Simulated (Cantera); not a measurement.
An isothermal, constant-pressure homogeneous reactor starts with NO : N₂ = 1 : 0.99 (molar parts), at 2173 K and 38000 Pa. Integrator tolerance rtol = 1e-08.

Model: GRI-Mech 3.0 (53 species, 325 reactions), integrated in Cantera.

Task: What does this change do: temperature 2173 to 1675 K?

Result: 
```
quantity                                           before                                     after
----------------  ---------------------------------------  ----------------------------------------
x(NO) at 3.00 s     0.0126 (gas-phase equilibrium 0.0125)     0.464 (gas-phase equilibrium 0.00281)
x(N₂) at 3.00 s       0.742 (gas-phase equilibrium 0.742)       0.517 (gas-phase equilibrium 0.747)
x(N₂O) at 3.00 s  4.16e-7 (gas-phase equilibrium 4.15e-7)   7.95e-5 (gas-phase equilibrium 9.90e-8)
x(O) at 3.00 s    0.00183 (gas-phase equilibrium 0.00183)   8.76e-6 (gas-phase equilibrium 2.79e-5)
x(O₂) at 3.00 s       0.244 (gas-phase equilibrium 0.244)      0.0190 (gas-phase equilibrium 0.250)
x(NO₂) at 3.00 s  1.11e-5 (gas-phase equilibrium 1.09e-5)  0.000305 (gas-phase equilibrium 6.27e-6)
```

Task: What does this change do: pressure from 38000 Pa to 1330 Pa?

Result: 
```csv
quantity,before,after
x(NO) at 3.00 s,0.0126 (gas-phase equilibrium 0.0125),0.111 (gas-phase equilibrium 0.0123)
x(N₂) at 3.00 s,0.742 (gas-phase equilibrium 0.742),0.690 (gas-phase equilibrium 0.739)
x(N₂O) at 3.00 s,4.16e-7 (gas-phase equilibrium 4.15e-7),2.44e-6 (gas-phase equilibrium 7.66e-8)
x(O) at 3.00 s,0.00183 (gas-phase equilibrium 0.00183),0.00858 (gas-phase equilibrium 0.00968)
x(O₂) at 3.00 s,0.244 (gas-phase equilibrium 0.244),0.190 (gas-phase equilibrium 0.239)
x(NO₂) at 3.00 s,1.11e-5 (gas-phase equilibrium 1.09e-5),1.62e-5 (gas-phase equilibrium 2.00e-6)
```
Radical loss at walls, strong at low pressure, is not modelled.

Task: What does this change do: temperature 2173 to 1800 K?

Result: 
```tsv
quantity	before	after
x(NO) at 3.00 s	0.0126 (gas-phase equilibrium 0.0125)	0.383 (gas-phase equilibrium 0.00442)
x(N₂) at 3.00 s	0.742 (gas-phase equilibrium 0.742)	0.557 (gas-phase equilibrium 0.746)
x(N₂O) at 3.00 s	4.16e-7 (gas-phase equilibrium 4.15e-7)	5.72e-5 (gas-phase equilibrium 1.53e-7)
x(O) at 3.00 s	0.00183 (gas-phase equilibrium 0.00183)	5.11e-5 (gas-phase equilibrium 9.91e-5)
x(O₂) at 3.00 s	0.244 (gas-phase equilibrium 0.244)	0.0595 (gas-phase equilibrium 0.249)
x(NO₂) at 3.00 s	1.11e-5 (gas-phase equilibrium 1.09e-5)	0.000320 (gas-phase equilibrium 7.43e-6)
```
